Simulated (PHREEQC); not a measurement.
Solution (25 °C): 0.0022 mol/kgw CaSO4, 0.0045 mol/kgw Na2SO4 and 4.5e-05 mol/kgw NaCl. Closed to the air; pH follows from the charge balance.

Model: ion-association model, phreeqc.dat, run in PHREEQC.

**Question.** The ionic strength comes out as 0.0197 mol/kgw. What activity coefficients do Cl-, Ca+2, Na+, NaSO4-, SO4-2 get?

**Answer.** Cl- 0.87, Ca+2 0.59, Na+ 0.87, NaSO4- 0.88, SO4-2 0.58.

This is a speciation only: nothing precipitates in the calculation.
